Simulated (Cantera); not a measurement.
Mixture: CH4 : O2 : N2 = 1 : 1.11 : 4.18 (molar parts), equivalence ratio 1.8, at 12.0 bar, adiabatic and at constant volume. Ignition delay is the time to a rise of 400 K.

Computed with Cantera and GRI-Mech 3.0 (53 species, 325 reactions). The pressure lies above the range GRI-Mech 3.0 was tuned for (to about 10 atm).

**Question.** Predict: delay at 1275 K; delay at 1350 K; delay at 1425 K; delay at 1500 K; delay at 1575 K; delay at 1650 K; delay at 1725 K; apparent activation energy between 1575 and 1725 K.

**Answer.** 
| Item | Value |
|---|---|
| delay at 1275 K | 2.03 ms |
| delay at 1350 K | 0.881 ms |
| delay at 1425 K | 0.401 ms |
| delay at 1500 K | 0.190 ms |
| delay at 1575 K | 93.7 µs |
| delay at 1650 K | 47.9 µs |
| delay at 1725 K | 25.6 µs |
| apparent activation energy between 1575 and 1725 K | 200 kJ/mol |
